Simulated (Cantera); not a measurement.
What does this Cantera script print?

```python
import numpy as np
import cantera as ct

gas_names = [...]  # 92 gases of nasa_gas.yaml made of C, H, N
cond_names = """
    C(gr) C6H6(L) C7H8(L) C8H18(L),n-octa
""".split()


# ... load() reads the species with a 1 bar reference pressure and builds the phases ...
atoms = {
    'C2H4': {'C': 2, 'H': 4},
    'H2': {'H': 2},
    'N2': {'N': 2},
}
top_T = {'C(gr)': 4500}  # K; cautious upper limits of use, not melting points


# ... equilibrate(T, P, feed) seeds the gas with the atoms and calls Mixture.equilibrate('TP', solver="vcs", rtol=1e-11, max_steps=5000) ...
results = []
feed = {'C2H4': 1, 'H2': 0.61, 'N2': 0.18}  # mol
P = 10000  # Pa
for T in [1850, 1900, 1950, 2000, 2050, 2100, 2150, 2200, 2250, 2300, 2350, 2400, 2450, 2500]:
    mix = equilibrate(T, P, feed)
    results.append((T, P, feed, dict(zip(mix.species_names, mix.species_moles))))

top = {s: max(r[3][s] / sum(r[3][g] for g in gas_names) for r in results) for s in gas_names}
cols = sorted((s for s in top if top[s] > 0.001), key=lambda s: -top[s])[:8]
seen = [c for c in cond_names if any(r[3].get(c, 0) > 1e-12 for r in results)]
print("log10 of partial pressures in bar; condensed amounts in mol")
print(f"{'T/K':>10s}" + "".join(f"{s[:9]:>10s}" for s in cols + seen))
for T, P, feed, n in results:
    ng = sum(n[g] for g in gas_names)
    print(f"{T:10.4g}" + "".join(f"{np.log10(max(n[s] / ng * P / 1e5, 1e-99)):10.3f}" for s in cols)
          + "".join(f"{n.get(c, 0):10.4g}" for c in seen))
```

It prints:

```
log10 of partial pressures in bar; condensed amounts in mol
       T/K        H2         H        N2       HCN C2H2,acet       HNC     C(gr)
      1850    -1.030    -3.784    -2.197    -3.723    -4.613    -5.096     1.993
      1900    -1.031    -3.616    -2.199    -3.626    -4.449    -4.955     1.991
      1950    -1.032    -3.456    -2.202    -3.536    -4.294    -4.821     1.988
      2000    -1.032    -3.305    -2.204    -3.450    -4.147    -4.695     1.985
      2050    -1.034    -3.161    -2.207    -3.369    -4.008    -4.576     1.982
      2100    -1.035    -3.024    -2.211    -3.292    -3.875    -4.462     1.977
      2150    -1.037    -2.894    -2.216    -3.219    -3.750    -4.355     1.972
      2200    -1.040    -2.769    -2.221    -3.151    -3.631    -4.254     1.965
      2250    -1.043    -2.651    -2.227    -3.087    -3.518    -4.157     1.958
      2300    -1.047    -2.538    -2.233    -3.026    -3.411    -4.067     1.949
      2350    -1.051    -2.430    -2.241    -2.969    -3.310    -3.981     1.938
      2400    -1.057    -2.327    -2.250    -2.916    -3.214    -3.900     1.926
      2450    -1.064    -2.229    -2.259    -2.867    -3.123    -3.824     1.913
      2500    -1.072    -2.136    -2.270    -2.821    -3.038    -3.753     1.897
```

Equilibrium computed with Cantera from the NASA thermochemical tables; the gas is ideal and each condensed phase is pure.
